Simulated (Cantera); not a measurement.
A closed system holds: 1 mol n-butane, 1.5 mol CO2, 0.36 mol N2, equilibrated at 2975 K and 0.100 bar.

Method: chemical equilibrium by Gibbs-energy minimisation in Cantera with the NASA 1993 tables (ideal gas, pure condensed phases). Candidate condensed phases: C, C6H6, C7H8, C8H18, H2O; 136 gas species. Kinetics and transport are ignored.

Base state: H2 0.345, CO 0.308, H 0.272, N2 0.0256, C2H2 (acetylene) 0.0200, HCN 0.0180, HNC 0.00333, C2H 0.00260 (mole fractions); condensed: C(graphite).

### Question
What changes in the equilibrium state with this change: n-butane replaced by C2H6?

### Answer
```tsv
species	before	after
CO	0.308	0.413
H2	0.345	0.266
H	0.272	0.238
N2	0.0256	0.0374
C2H2 (acetylene)	0.0200	0.0152
HCN	0.0180	0.0190
CH3	1.20e-5	8.04e-6
C2N2	2.17e-5	3.14e-5
C6H2	1.23e-5	9.10e-6
C(graphite), mol	1.74	0
```
